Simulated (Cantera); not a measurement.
A perfectly stirred reactor is fed with C₃H₈ : O₂ : N₂ = 1 : 3.85 : 14.5 (molar parts), equivalence ratio 1.3, at 2.90 bar; it is adiabatic with a 775 K inlet, and is followed from long to short residence time, starting on the burning branch (τ in s: 0.47, 0.2, 0.083, 0.035, 0.015, 0.0061, 0.0026, 0.0011, 0.00045, 0.00019, 8e-05).

Detailed kinetics in Cantera: GRI-Mech 3.0 (53 species, 325 reactions). GRI-Mech 3.0 was tuned for natural gas; its chemistry of propane as a main component is partial and can be far from experiment.

One state of this run: T (K) = 2420; x C₃H₈ = 1.31e-6; x O₂ = 0.000954; x CO = 0.0774; x O = 0.000351; x C₂H = 2.02e-7. x: mole fraction; the columns are a selection and need not sum to one.

Which value of τ (s) does it belong to?
A. 0.083
B. 0.0061
C. 8.0e-5
D. 0.0026

D, 0.0026
